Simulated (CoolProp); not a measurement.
Model: reference Helmholtz-energy equation of state, Gao 2016, in CoolProp.

For sulfur dioxide, give the phase and the cp (kJ/(kg K)), cv (kJ/(kg K)) at 505.1 K and 0.101 MPa.


- 505.1 K and 0.101 MPa: gas; cp 0.731, cv 0.600
